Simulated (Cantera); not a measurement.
A perfectly stirred reactor is fed with 55.2 % H2, 44.8 % O2, equivalence ratio 0.62, at 270 Pa; it is held at 1198 K, and followed from long to short residence time.

Detailed kinetics in Cantera: the H2/O2 subset of GRI-Mech 3.0, which has no nitrogen chemistry. Radical loss at walls, strong at low pressure, is not modelled. The temperature is held fixed by assumption; the heat of reaction is taken as removed at once.

Task: Predict: x(H2) at τ = 0.750 s; x(O2) at τ = 0.750 s; x(OH) at τ = 0.750 s; x(H2O) at τ = 0.750 s; x(H2O2) at τ = 0.750 s; x(H2) at τ = 29.0 ms; x(O2) at τ = 29.0 ms; x(OH) at τ = 29.0 ms; x(H2O) at τ = 29.0 ms; x(H2O2) at τ = 29.0 ms.

Result: x(H2) at τ = 0.750 s: 0.0297
x(O2) at τ = 0.750 s: 0.237
x(OH) at τ = 0.750 s: 0.0102
x(H2O) at τ = 0.750 s: 0.646
x(H2O2) at τ = 0.750 s: 2.09e-7
x(H2) at τ = 29.0 ms: 0.0645
x(O2) at τ = 29.0 ms: 0.237
x(OH) at τ = 29.0 ms: 0.0142
x(H2O) at τ = 29.0 ms: 0.378
x(H2O2) at τ = 29.0 ms: 8.39e-8
